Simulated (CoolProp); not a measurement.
Model: reference Helmholtz-energy equation of state, Thol 2019, in CoolProp.

**Question.** Give the vapour pressure (bar), liquid density (kg/m³), vapour density (kg/m³), enthalpy of vaporisation (kJ/kg) of saturated n-pentane at 365.4, 385.9 K.

**Answer.** 
```
T (K)  p (bar)  liquid density (kg/m³)  vapour density (kg/m³)  enthalpy of vaporisation (kJ/kg)
-----  -------  ----------------------  ----------------------  --------------------------------
365.4     4.96                     547                    13.6                               305
385.9     7.82                     520                    21.6                               281
```
